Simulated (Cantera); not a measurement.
Feed: 1 mol HMDSO, 0.15 mol N2O, 2.6 mol O2, equilibrated at 435 Torr.

Equilibrium computed with Cantera from the NASA thermochemical tables; the gas is ideal and each condensed phase is pure. Candidate condensed phases: C, C6H6, C7H8, C8H18, H2O, Si, SiC, SiO2, Si2N2O, Si3N4; 151 gas species. The feed counts by its element totals alone. Equilibrium is a limit: real reactors are often held back by kinetics, nucleation or transport. All values below are at 973 K.

Base state: H2 0.735, CO 0.155, H2O 0.0411, CH4 0.0403, N2 0.0143, CO2 0.0140, NH3 3.06e-5 (mole fractions); condensed: C(graphite) + SiO2(β-quartz).

**Question.** What changes in the equilibrium state with this change: pressure from 435 Torr to 75.0 Torr?

**Answer.** 
| species | before | after |
|---|---|---|
| H2 | 0.735 | 0.774 |
| CO | 0.155 | 0.192 |
| N2 | 0.0143 | 0.0133 |
| CH4 | 0.0403 | 0.00770 |
| H2O | 0.0411 | 0.00924 |
| CO2 | 0.0140 | 0.00370 |
| NH3 | 3.06e-5 | 5.50e-6 |
| C(graphite), mol | 3.80 | 3.71 |
| SiO2(β-quartz), mol | 2.00 | 2.00 |
